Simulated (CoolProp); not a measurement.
A simple Rankine cycle with ammonia: condensing at 322.15 K, boiler at 4.7 MPa, turbine inlet 361.1 K, turbine efficiency 0.65, pump efficiency 0.8, no recuperator. Each further row changes one setting.

Model: reference Helmholtz-energy equation of state, Gao 2020, in CoolProp.

```csv
case,thermal efficiency (%),net work (kJ/kg),heat in (kJ/kg),turbine exit temperature (K),volume ratio over the turbine
as stated,5.8,60.6,1040,322.1,2.32
turbine inlet 381.1 K,6.1,68.5,1130,323.5,2.15
condensing temperature 314.15 K,7.0,75.8,1080,314.1,2.85
boiler pressure 3.29 MPa,3.7,41.8,1120,328.6,1.56
turbine efficiency 0.55,4.9,50.4,1040,322.1,2.34
```

The expansion ends wet for: as stated; condensing temperature 314.15 K; turbine efficiency 0.55.
